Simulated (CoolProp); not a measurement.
Values from CoolProp's reference Helmholtz-energy equation of state, McLinden 2020.

For R1336mzz(Z), give the phase and the cp (kJ/(kg K)), speed of sound (m/s) at 357.3 K and 0.0674 MPa; 357.3 K and 9.89 MPa.


- 357.3 K and 0.0674 MPa: gas; cp 0.959, speed of sound 136
- 357.3 K and 9.89 MPa: liquid; cp 1.30, speed of sound 518
